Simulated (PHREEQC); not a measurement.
Solution A (110 mmol/kgw KOH, 0.079 mmol/kgw Fe(NO3)3 and 18 mmol/kgw CO2) is mixed with solution B (3.5 mmol/kgw Na2SO4) at 25 °C; shares are by mass of water, 1 kg in all. Oxygen alone is held at its pressure in air (log pO2 = -0.68). No CO2 enters from the air. Solids allowed: Hematite, Jarosite-K, Jarosite-Na, Mirabilite, Nahcolite, Natron. Others were left out.

The numbers come from PHREEQC with the ion-association model, wateq4f.dat.

Task: Predict pH at share of solution B = 0.05, 0.2, 0.45, 0.7.

Result: 
| share of solution B | pH |
|---|---|
| 0.05 | 12.72 |
| 0.2 | 12.65 |
| 0.45 | 12.50 |
| 0.7 | 12.26 |
